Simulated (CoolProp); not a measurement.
Vapour-liquid equilibrium of cyclopropane (1) + R134a (2) at 19.65 °C; x and y are mole fractions of (1).

Model: multi-fluid Helmholtz-energy mixture model, Polt 1992 and Tillner-Roth 1994; pair parameters Bell 2016, in CoolProp. This equation is an older, rougher fit; its heat capacities, sound speeds and derivatives of the liquid may be far off and weren't checked against measurements.

```
x      bubble pressure, mixture model (bar)  bubble pressure, Raoult's law (bar)  y, mixture model  y, Raoult's law
-----  ------------------------------------  -----------------------------------  ----------------  ---------------
0.05                                  6.204                                5.685                 ?            0.055
0.125                                 6.859                                5.730             0.247            0.136
0.2                                       ?                                5.775             0.336            0.217
0.275                                 7.678                                5.820             0.402            0.296
0.35                                      ?                                5.865             0.453            0.373
0.425                                     ?                                5.910             0.495            0.450
0.5                                   8.120                                5.955                 ?            0.525
0.575                                 8.136                                6.000                 ?            0.599
0.65                                  8.097                                6.045             0.603            0.673
0.725                                     ?                                6.090             0.645            0.745
0.8                                   7.783                                6.134             0.697            0.816
0.875                                 7.429                                6.179                 ?            0.886
0.95                                  6.840                                6.224             0.882            0.955
```

**Question.** Fill in the missing entries.

**Answer.** 
- 0.05, y, mixture model: 0.120
- 0.2, bubble pressure, mixture model (bar): 7.339
- 0.35, bubble pressure, mixture model (bar): 7.905
- 0.425, bubble pressure, mixture model (bar): 8.046
- 0.5, y, mixture model: 0.532
- 0.575, y, mixture model: 0.567
- 0.725, bubble pressure, mixture model (bar): 7.988
- 0.875, y, mixture model: 0.770

The largest gap from Raoult's law is +36.4 % in bubble pressure, at x = 0.5. y crosses x between x = 0.5 and 0.575: the model has an azeotrope there.

Pair parameters are fitted to limited data, so mixtures are less certain than the pure fluids.
